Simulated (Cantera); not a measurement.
Feed: 1 mol CuO, 1.9 mol C, 0.42 mol H2, equilibrated at 10.0 mbar.

Equilibrium computed with Cantera from the NASA thermochemical tables; the gas is ideal and each condensed phase is pure. Candidate condensed phases: C, C6H6, C7H8, C8H18, Cu, CuO, Cu(OH)2, Cu2O, H2O; 113 gas species. The numbers say what is thermodynamically allowed, not how fast it happens.

At 873 K, list the 5 most abundant gas species with their mole fractions, and the condensed phases.

CO 0.642, H2 0.303, CO2 0.0467, H2O 0.00827, CH4 0.000412. Condensed: C(graphite) + Cu(s).
